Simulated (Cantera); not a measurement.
Feed: 1 mol Al(CH3)3, a varied amount of N2, equilibrated at 950 K and 0.100 bar.

These are equilibrium values from Cantera (NASA tables, ideal gas, pure condensed phases), not measurements of a reactor. Candidate condensed phases: Al, AlN, C, C6H6, C7H8, C8H18; 97 gas species. The feed counts by its element totals alone. Rates play no part.

x: gas mole fraction; n: condensed amount in mol.

```tsv
n(N2) (mol)	x H2	x N2	x CH4	x NH3	x HCN	n AlN(s)	n C(graphite)
0.95	0.894	0.0921	0.0134	…	6.41e-7	1.00	2.93
1.3	0.836	0.153	0.0117	2.46e-5	7.97e-7	1.00	2.94
1.7	0.777	0.213	0.0101	2.61e-5	9.08e-7	1.00	2.94
2.3	0.704	0.288	0.00830	2.61e-5	1.01e-6	1.00	2.95
3.2	0.616	0.377	0.00636	2.45e-5	1.08e-6	1.00	2.95
4.3	0.535	0.460	0.00480	…	1.11e-6	1.00	2.96
5.8	0.454	0.543	0.00345	…	1.11e-6	1.00	2.97
7.8	0.377	0.620	0.00239	…	1.08e-6	1.00	2.97
```

Complete the blanks.


- 0.95, x NH3: 2.12e-5
- 4.3, x NH3: 2.19e-5
- 5.8, x NH3: 1.86e-5
- 7.8, x NH3: 1.51e-5
